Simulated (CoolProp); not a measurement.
Properties of dimethyl carbonate along the isotherm 307.7 K.

Values from CoolProp's reference Helmholtz-energy equation of state, Zhou 2011.

| p (kPa) | phase | Z | isothermal compressibility (1/MPa) | expansivity (1/kK) | fugacity coefficient |
|---|---|---|---|---|---|
| 2230 | liquid | 0.07458 | 0.0009441 | 1.254 | 0.005592 |
| 4460 | liquid | 0.1489 | 0.0009243 | 1.237 | 0.003012 |
| 6690 | liquid | 0.2228 | 0.0009054 | 1.221 | 0.002163 |
| 8930 | liquid | 0.2968 | [?] | 1.206 | 0.001746 |
| 11200 | liquid | 0.3716 | 0.0008698 | 1.191 | [?] |
| 13400 | liquid | [?] | 0.0008536 | 1.177 | 0.001350 |
| 15600 | liquid | [?] | 0.0008380 | 1.164 | 0.001247 |
| 17900 | liquid | [?] | 0.0008224 | 1.150 | 0.001172 |
| 20100 | liquid | 0.6619 | 0.0008081 | 1.138 | 0.001123 |
| 22300 | liquid | 0.7330 | [?] | 1.126 | [?] |
| 24500 | liquid | 0.8039 | 0.0007812 | 1.114 | 0.001064 |

Q: Complete the blanks.

A: 
- 8930, isothermal compressibility (1/MPa): 0.0008873
- 11200, fugacity coefficient: 0.001501
- 13400, Z: 0.4437
- 15600, Z: 0.5156
- 17900, Z: 0.5905
- 22300, isothermal compressibility (1/MPa): 0.0007944
- 22300, fugacity coefficient: 0.001088
